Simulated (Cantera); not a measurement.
**Ignition delay**

Mixture: CH4 : C2H6 : O2 : N2 = 1 : 0.24 : 1.67 : 6.28 (molar parts), equivalence ratio 1.7, at 1050 Torr, adiabatic and at constant volume. Ignition delay is the time to a rise of 400 K.

Model: GRI-Mech 3.0 (53 species, 325 reactions), integrated in Cantera.

| T0 (K) | delay (ms) |
|---|---|
| 1025 | 49.9 |
| 1125 | 7.26 |
| 1225 | 1.58 |
| 1325 | 0.515 |
| 1425 | 0.213 |
| 1525 | 0.0977 |
| 1625 | 0.0486 |
| 1725 | 0.0265 |
| 1825 | 0.0158 |
| 1925 | 0.0103 |

```yaml
apparent activation energy between 1725 and 1925 K: 130 kJ/mol
```
